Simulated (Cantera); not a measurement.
An isothermal, constant-pressure homogeneous reactor starts with H2 : O2 : N2 = 0.0054 : 1 : 1.4 (molar parts), equivalence ratio 0.0027, at 1450 K and 0.00150 bar. Integrator tolerance rtol = 1e-08.

Model: GRI-Mech 3.0 (53 species, 325 reactions), integrated in Cantera. Radical loss at walls, strong at low pressure, is not modelled.

Q: What does this change do: temperature 1450 to 1173 K?

A: 
```json
[
 {"quantity": "x(H2) at 200 s", "before": "1.99e-6 (gas-phase equilibrium 8.51e-8)", "after": "5.67e-7 (gas-phase equilibrium 6.49e-10)"},
 {"quantity": "x(O2) at 200 s", "before": "0.414 (gas-phase equilibrium 0.414)", "after": "0.415 (gas-phase equilibrium 0.415)"},
 {"quantity": "x(HO2) at 200 s", "before": "6.77e-9 (gas-phase equilibrium 6.56e-9)", "after": "9.13e-9 (gas-phase equilibrium 4.85e-10)"},
 {"quantity": "x(H2O) at 200 s", "before": "0.00213 (gas-phase equilibrium 0.00222)", "after": "0.00222 (gas-phase equilibrium 0.00225)"},
 {"quantity": "x(OH) at 200 s", "before": "0.000217 (gas-phase equilibrium 4.49e-5)", "after": "5.49e-5 (gas-phase equilibrium 1.86e-6)"},
 {"quantity": "x(H) at 200 s", "before": "8.44e-6 (gas-phase equilibrium 7.17e-8)", "after": "2.03e-6 (gas-phase equilibrium 7.80e-11)"}
]
```

Q: What does this change do: pressure from 0.00150 bar to 0.0133 bar?

A: 
| quantity | before | after |
|---|---|---|
| x(H2) at 200 s | 1.99e-6 (gas-phase equilibrium 8.51e-8) | 2.87e-8 (gas-phase equilibrium 2.87e-8) |
| x(O2) at 200 s | 0.414 (gas-phase equilibrium 0.414) | 0.415 (gas-phase equilibrium 0.414) |
| x(HO2) at 200 s | 6.77e-9 (gas-phase equilibrium 6.56e-9) | 1.14e-8 (gas-phase equilibrium 1.13e-8) |
| x(H2O) at 200 s | 0.00213 (gas-phase equilibrium 0.00222) | 0.00223 (gas-phase equilibrium 0.00223) |
| x(OH) at 200 s | 0.000217 (gas-phase equilibrium 4.49e-5) | 2.61e-5 (gas-phase equilibrium 2.61e-5) |
| x(H) at 200 s | 8.44e-6 (gas-phase equilibrium 7.17e-8) | 1.40e-8 (gas-phase equilibrium 1.40e-8) |
